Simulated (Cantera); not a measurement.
**Chlorosilane synthesis and conversion: SiCl4 + H2**

Feed: 1 mol SiCl4, 2.1 mol H2, held at 2.00 bar.

Equilibrium computed with Cantera from the NASA thermochemical tables; the gas is ideal and each condensed phase is pure. Candidate condensed phases: Si; 19 gas species. The tables' values for SiCl3 are old estimates; treat these amounts as uncertain. Rates play no part.

From 948 K to 1298 K nothing is condensed. The main Si-bearing gas is SiCl4 throughout.

```tsv
T (K)	x H2	x SiCl4	x HCl	x SiHCl3	x SiCl3	x SiCl2	x SiH2Cl2
948	0.648	0.293	0.0297	0.0288	0.000218	5.47e-6	0.000287
998	0.641	0.287	0.0364	0.0349	0.000523	2.34e-5	0.000459
1048	0.634	0.279	0.0439	0.0412	0.00115	8.63e-5	0.000692
1098	0.626	0.271	0.0522	0.0473	0.00231	0.000278	0.000988
1148	0.617	0.262	0.0614	0.0528	0.00433	0.000787	0.00133
1198	0.607	0.252	0.0721	0.0572	0.00751	0.00198	0.00169
1248	0.596	0.241	0.0847	0.0597	0.0121	0.00440	0.00201
1298	0.583	0.228	0.100	0.0599	0.0182	0.00871	0.00222
```
x: gas mole fraction; nothing condenses.
